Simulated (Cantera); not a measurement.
**Silicon epitaxy and polysilicon growth: SiH4 + HCl + N2**

Input: 1 mol SiH4, 4 mol HCl, 65 mol N2, at 0.00670 bar.

These are equilibrium values from Cantera (NASA tables, ideal gas, pure condensed phases), not measurements of a reactor. Candidate condensed phases: NH4Cl, Si, Si3N4; 28 gas species. N2 is the only nitrogen source here; it is nearly inert below about 1500 K, so the nitride shown seldom forms there in practice. The tables' values for SiCl3 are old estimates; treat these amounts as uncertain. Kinetics and transport are ignored.

| T (°C) | x N2 | x HCl | x H2 | x SiCl2 | x SiCl4 | x SiCl3 | x Cl | n Si3N4(s) |
|---|---|---|---|---|---|---|---|---|
| 552 | 0.916 | 0.0523 | 0.0307 | 3.30e-10 | 0.00114 | 6.53e-8 | 2.95e-11 | 0.307 |
| 627 | 0.916 | 0.0535 | 0.0301 | 8.90e-9 | 0.000850 | 3.98e-7 | 4.29e-10 | 0.313 |
| 702 | 0.915 | 0.0543 | 0.0298 | 1.43e-7 | 0.000653 | 1.81e-6 | 4.14e-9 | 0.318 |
| 777 | 0.915 | 0.0548 | 0.0295 | 1.52e-6 | 0.000516 | 6.57e-6 | 2.88e-8 | 0.321 |
| 852 | 0.915 | 0.0551 | 0.0293 | 1.17e-5 | 0.000416 | 1.99e-5 | 1.55e-7 | 0.323 |
| 927 | 0.915 | 0.0552 | 0.0293 | 6.85e-5 | 0.000339 | 5.15e-5 | 6.75e-7 | 0.322 |
| 1002 | 0.915 | 0.0548 | 0.0295 | 0.000316 | 0.000269 | 0.000114 | 2.44e-6 | 0.317 |
| 1077 | 0.915 | 0.0531 | 0.0303 | 0.00114 | 0.000191 | 0.000209 | 7.41e-6 | 0.297 |
| 1152 | 0.915 | 0.0491 | 0.0322 | 0.00314 | 0.000107 | 0.000292 | 1.87e-5 | 0.250 |
x: gas mole fraction; n: condensed amount in mol.

From 552 °C to 1152 °C the condensed part is Si3N4(s). The main Si-bearing gas is SiCl4 at 552 °C and SiCl2 at 1152 °C. The share of Si in condensed phases is highest at 852 °C (96.8 %) and lowest at 1152 °C (75.0 %).
